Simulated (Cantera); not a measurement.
**Ignition delay**

Mixture: CH4 : C2H6 : C3H8 : O2 : N2 = 1 : 0.039 : 0.21 : 3.39 : 13.6 (molar parts), at 36.5 atm, adiabatic and at constant pressure. Ignition delay is the time to a rise of 400 K.

Cantera simulation using GRI-Mech 3.0 (53 species, 325 reactions); the numbers are that mechanism's predictions, not measurements. GRI-Mech 3.0 was tuned for natural gas; its chemistry of propane as a main component is partial and can be far from experiment. The pressure lies above the range GRI-Mech 3.0 was tuned for (to about 10 atm).

| T0 (K) | delay (ms) |
|---|---|
| 1350 | 0.0838 |
| 1425 | 0.0356 |
| 1500 | 0.0163 |
| 1575 | 0.00813 |
| 1650 | 0.00442 |

```
Quantity                                                 Value
--------------------------------------------------  ----------
apparent activation energy between 1500 and 1650 K  180 kJ/mol
```
